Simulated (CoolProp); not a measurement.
A closed Brayton cycle with nitrogen: compressor inlet 327.15 K and 3.8 MPa, high pressure 10.7 MPa, turbine inlet 770 K, compressor efficiency 0.85, turbine efficiency 0.93, recuperator effectiveness 0.95 (on enthalpy, no pinch check). Each further row changes one setting.

Computed with CoolProp (reference Helmholtz-energy equation of state, Span 2000).

| case | thermal efficiency (%) | net work (kJ/kg) | compressor to turbine work | compressor exit (K) | turbine exit (K) |
|---|---|---|---|---|---|
| as stated | 27.2 | 56.4 | 0.71 | 460.8 | 593.9 |
| turbine inlet 720 K | 22.6 | 43.4 | 0.76 | 460.8 | 553.8 |
| compressor inlet 337.15 K | 25.2 | 51.9 | 0.74 | 474.6 | 593.9 |
| high pressure 9.09 MPa | 29.6 | 54.0 | 0.68 | 437.0 | 618.9 |
| recuperator effectiveness 0.5 | 20.7 | 56.4 | 0.71 | 460.8 | 593.9 |
